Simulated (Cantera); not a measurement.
Input: 1 mol Cr2O3, 310 mol H2, 0.14 mol H2O, equilibrated at 0.00800 bar.

Method: chemical equilibrium by Gibbs-energy minimisation in Cantera with the NASA 1993 tables (ideal gas, pure condensed phases). Candidate condensed phases: Cr, Cr2O3, H2O; 13 gas species. Mutual solubility and eutectic melting of coexisting phases are not modelled. Kinetics and transport are ignored.

Task: Which condensed phases are stable at each of these points (T (K)): 975, 1050, 1125, 1200, 1275, 1350, 1425, 1500, 1575, 1650, 1725, 1800?

Result: 
```tsv
T (K)	condensed phases	Cr condensed (%)
975	Cr2O3(s)	100.0
1050	Cr2O3(s)	100.0
1125	Cr2O3(s)	100.0
1200	Cr2O3(s)	100.0
1275	Cr2O3(s)	100.0
1350	Cr2O3(s)	100.0
1425	Cr(s) + Cr2O3(s)	99.8
1500	Cr(s) + Cr2O3(s)	98.9
1575	Cr(s) + Cr2O3(s)	95.3
1650	Cr(s) + Cr2O3(s)	82.1
1725	Cr2O3(s)	51.2
1800	Cr2O3(s)	3.3
```

From 975 K to 1350 K the condensed part is Cr2O3(s). From 1425 K to 1650 K the condensed part is Cr(s) + Cr2O3(s). From 1725 K to 1800 K the condensed part is Cr2O3(s).
